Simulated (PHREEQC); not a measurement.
Dissolve 0.047 mol/kgw KHCO3, 7.7e-05 mol/kgw Na2CO3 and 0.02 mol/kgw KCl at 25 °C. Closed to the air; pH follows from the charge balance.

The numbers come from PHREEQC with the Pitzer model, pitzer.dat.

**Question.** The ionic strength comes out as 0.0678 mol/kgw. What activity coefficients do K+, Cl-, Na+, CO3-2, HCO3- get?

**Answer.** K+ 0.80, Cl- 0.79, Na+ 0.89, CO3-2 0.39, HCO3- 0.79. Single-ion values are on the MacInnes scale.

Precipitation was switched off in this run. Complexes and solids missing from the database can't appear.
